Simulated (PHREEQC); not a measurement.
A made-up water analysis in mg/L, 25 °C, pH 2.9, pe 12.8: Na 39.7; K 0.204; Ca 123; Mg 20.9; Cl 128; S(6) as SO4 416; Li 0.496; Fe(3) 4.3.

Valence states are taken as typed.

Equilibrium calculation in PHREEQC: ion-association model, wateq4f.dat.

Each row changes one thing in this solution. This is a speciation only: nothing precipitates in the calculation.

```csv
case,ionic strength (mol/kgw),SO4-2 (mol/kgw),Ca+2 (mol/kgw),Mg+2 (mol/kgw),CaSO4 (mol/kgw),HSO4- (mol/kgw),SI of Gypsum (CaSO4:2H2O),SI of Jarosite-K (KFe3(SO4)2(OH)6)
as made,0.0163,0.00321,0.00248,0.000671,0.000588,0.000271,-0.95,-1.24
Li from 0.496 to 1.49 mg/L,0.0164,0.00321,0.00248,0.000671,0.000588,0.000271,-0.95,-1.24
all concentrations times 3 at the same typed pH,0.0433,0.00862,0.00656,0.00174,0.00264,0.000612,-0.29,+0.38
```

Some of these states are supersaturated (in Hematite (slow to form), Goethite (slow to form), Jarosite-K, for instance).
